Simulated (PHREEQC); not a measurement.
Dissolve 0.0098 mol/kgw H3BO3 and 0.0037 mol/kgw K2HPO4 at 25 °C. It is in equilibrium with CO2 at log p = -1 (atm). Otherwise closed; pH follows from the charge balance.

All values are PHREEQC results (ion-association model, phreeqc.dat), not measurements.

This is a speciation only: nothing precipitates in the calculation.

Task: What pH, ionic strength does the model give?

Result: pH 6.28; ionic strength 0.00790 mol/kgw.

Task: In which forms is C present?

Result: CO2 52 %, HCO3- 48 % of the C.
